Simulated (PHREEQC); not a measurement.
A column of 0.5 m (40 cells, dispersivity 0.018 m, 720 s a shift, diffusion coefficient 3e-10 m²/s) holds 0.092 eq of the database's cation exchanger X per kg of pore water, first in equilibrium with 0.012 mol/kgw KCl, 0.015 mol/kgw NH4Cl and 1e-05 mol/kgw HCl. It is flushed with 1.6 mmol/kgw MgSO4, 11 mmol/kgw NH4Cl, 22 mmol/kgw KCl and 0.01 mmol/kgw HCl, at 25 °C. Values are for the last cell. No CO2 enters from the air. No solid was allowed to form.

Base run: PHREEQC, ion-association model, phreeqc.dat. Each further column changes one thing. The table gives Mg in solution (mol/kgw).

```csv
pore volumes,base,exchange capacity from 0.092 to 0.046 eq/kgw,dispersivity from 0.018 to 0.036 m
0,0,0,0
1.012,0,1.88e-11,3.09e-13
1.762,5.42e-10,4.21e-6,9.17e-8
2.763,1.51e-6,0.000316,1.70e-5
3.513,2.75e-5,0.000915,0.000103
4.513,0.000232,0.00142,0.000384
5.263,0.000554,0.00154,0.000666
6.263,0.00102,0.00159,0.00101
7.013,0.00127,0.00160,0.00120
8.012,0.00146,0.00160,0.00138
```
